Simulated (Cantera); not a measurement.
An isothermal, constant-pressure homogeneous reactor starts with CH₄ : O₂ : N₂ = 0.0033 : 0.006 : 1 (molar parts), at 1050 K and 9.87 atm.

Computed with Cantera and GRI-Mech 3.0 (53 species, 325 reactions).

Q: Predict: x(CH₄) at 40.0 s; x(O₂) at 40.0 s; x(H₂) at 40.0 s; x(C₂H₂) at 40.0 s.

A: 
| Item | Value |
|---|---|
| x(CH₄) at 40.0 s | 2.53e-6 (gas-phase equilibrium 3.63e-11) |
| x(O₂) at 40.0 s | 7.79e-8 (gas-phase equilibrium <1e-12) |
| x(H₂) at 40.0 s | 0.000258 (gas-phase equilibrium 0.000829) |
| x(C₂H₂) at 40.0 s | 2.41e-8 (gas-phase equilibrium <1e-12) |
